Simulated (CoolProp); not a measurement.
Vapour-liquid equilibrium of R1234yf (1) + R152A (2) at 6.45 °C; x and y are mole fractions of (1).

The numbers come from the multi-fluid Helmholtz-energy mixture model, Lemmon 2022 and Outcalt 1996; pair parameters Bell 2023 in CoolProp.

```tsv
x	bubble pressure, mixture model (kPa)	bubble pressure, Raoult's law (kPa)	y, mixture model	y, Raoult's law
0.05	___	333.8	0.074	0.059
0.125	353.0	338.3	0.169	0.144
0.2	362.9	342.9	___	0.228
0.275	371.0	347.4	0.328	0.310
0.35	___	351.9	0.398	0.389
0.425	382.6	356.4	___	0.466
0.5	386.7	360.9	0.530	0.542
0.575	389.7	365.4	0.596	0.615
0.65	391.7	369.9	0.662	0.687
0.725	392.9	374.4	0.730	0.757
0.8	___	378.9	0.800	0.825
0.875	392.9	383.4	0.873	0.892
0.95	391.9	387.9	0.948	0.957
```

### Question
Some entries are withheld; supply them.

### Answer

- 0.05, bubble pressure, mixture model (kPa): 340.7
- 0.2, y, mixture model: 0.253
- 0.35, bubble pressure, mixture model (kPa): 377.5
- 0.425, y, mixture model: 0.465
- 0.8, bubble pressure, mixture model (kPa): 393.3

The largest gap from Raoult's law is +7.4 % in bubble pressure, at x = 0.425. y crosses x between x = 0.8 and 0.875: the model has an azeotrope there.

The pair parameters rest on a limited set of measurements; away from them the model extrapolates.
